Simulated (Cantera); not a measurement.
A perfectly stirred reactor is fed with NO : N2 = 1 : 0.92 (molar parts), at 2100 Pa; it is held at 2223 K, and followed from long to short residence time.

Model: GRI-Mech 3.0 (53 species, 325 reactions), integrated in Cantera. Radical loss at walls, strong at low pressure, is not modelled.

Problem. What does this change do: pressure from 2100 Pa to 5800 Pa?

Solution. 
```tsv
quantity	before	after
x(NO) at τ = 20.0 s	0.0357	0.0280
x(N2O) at τ = 20.0 s	3.24e-7	3.34e-7
x(NO2) at τ = 20.0 s	6.81e-6	8.93e-6
x(O) at τ = 20.0 s	0.0104	0.00642
x(N2) at τ = 20.0 s	0.718	0.723
x(NO) at τ = 0.210 s	0.448	0.377
x(N2O) at τ = 0.210 s	6.35e-5	4.78e-5
x(NO2) at τ = 0.210 s	3.18e-5	6.42e-5
x(O) at τ = 0.210 s	0.00419	0.00366
x(N2) at τ = 0.210 s	0.514	0.550
```

Problem. What does this change do: temperature 2223 to 1950 K?

Solution. 
```csv
quantity,before,after
x(NO) at τ = 20.0 s,0.0357,0.232
x(N2O) at τ = 20.0 s,3.24e-7,1.45e-5
x(NO2) at τ = 20.0 s,6.81e-6,5.13e-5
x(O) at τ = 20.0 s,0.0104,0.00122
x(N2) at τ = 20.0 s,0.718,0.623
x(NO) at τ = 0.210 s,0.448,0.517
x(N2O) at τ = 0.210 s,6.35e-5,9.22e-5
x(NO2) at τ = 0.210 s,3.18e-5,1.98e-5
x(O) at τ = 0.210 s,0.00419,0.000338
x(N2) at τ = 0.210 s,0.514,0.481
```
